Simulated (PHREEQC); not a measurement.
2.7 g of hydrous ferric oxide (600 m²/g; 0.2 weak and 0.005 strong sites per Fe, Dzombak-Morel constants, diffuse double layer) in 1 kg of water with 0.01 mol/kgw of an inert sodium salt, at 25 °C; the pH is set by adding NaOH or the inert anion's acid. Oxygen is held at 0.21 atm. CO2 from the air is kept out. Precipitation was switched off in this run.

Base run: PHREEQC, ion-association model, wateq4f.dat. Each further column changes one thing. The table gives surface charge σ (C/m²).

| pH | base | background salt from 0.01 to 0.001 mol/kgw | oxide from 2.7 to 14 g/kgw | 0.0048 mol/kgw ZnCl2 added |
|---|---|---|---|---|
| 4 | 0.224 | 0.147 | 0.253 | 0.264 |
| 4.75 | 0.140 | 0.075 | 0.157 | 0.178 |
| 5.12 | 0.106 | 0.052 | 0.118 | 0.140 |
| 5.88 | 0.056 | 0.023 | 0.060 | 0.088 |
| 6.25 | 0.040 | … | 0.042 | 0.080 |
| 7 | 0.017 | 0.006 | 0.018 | … |
| 7.75 | 0.005 | 0.002 | 0.005 | 0.068 |
| 8.12 | 0.000 | 0.000 | 0.000 | 0.064 |
| 8.88 | -0.011 | -0.004 | -0.011 | … |
| 9.25 | -0.018 | -0.006 | -0.019 | 0.031 |
| 10 | -0.041 | -0.016 | -0.043 | … |

Question: Some entries are withheld; supply them.

Answer: 
- 6.25, background salt from 0.01 to 0.001 mol/kgw: 0.015
- 7, 0.0048 mol/kgw ZnCl2 added: 0.074
- 8.88, 0.0048 mol/kgw ZnCl2 added: 0.044
- 10, 0.0048 mol/kgw ZnCl2 added: 0.010

 In at least one series the solution becomes supersaturated in solids that the run did not let form, among them Zn(OH)2-a, Zn5(OH)8Cl2.
